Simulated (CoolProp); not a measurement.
Vapour-liquid equilibrium of toluene (1) + o-xylene (2) at 186.55 °C; x and y are mole fractions of (1).

Model: multi-fluid Helmholtz-energy mixture model, Lemmon 2006 and Zhou 2012; pair parameters Bell 2016, in CoolProp.

**Question.** Give the bubble pressure and the first vapour's composition at x = 0.15, 0.25, 0.65. Is there an azeotrope?

**Answer.** x = 0.15: 318.8 kPa, y = 0.256; x = 0.25: 349.3 kPa, y = 0.395; x = 0.65: 475.2 kPa, y = 0.783. No azeotrope shows between x = 0.05 and 0.95.

Pair parameters are fitted to limited data, so mixtures are less certain than the pure fluids.
